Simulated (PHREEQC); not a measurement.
A PHREEQC input (ion-association model, phreeqc.dat):

```
SOLUTION 1
  temp 25
  units mg/L
  pH 6.4
  pe 12.3
  Na 0.00312
  K 8.54e-05
  Ca 0.00808
  Mg 0.00703
  Cl 0.0206
  S(6) 0.00715 as SO4
  Alkalinity 0.0255 as HCO3
  Pb 0.000493
  O(0) 7.34e-06
END
USE solution 8
EQUILIBRIUM_PHASES 1
  Quartz 0 0.5
  CO2(g) -2 10
END
```

It stops with these messages:

```
ERROR: Solution 8 not found.
```

The fault: USE names a solution that was never defined. The line should read `USE solution 1` where the input has `USE solution 8`. With the mend the run ends at pH 4.92 and ionic strength 1.38e-5 mol/kgw.
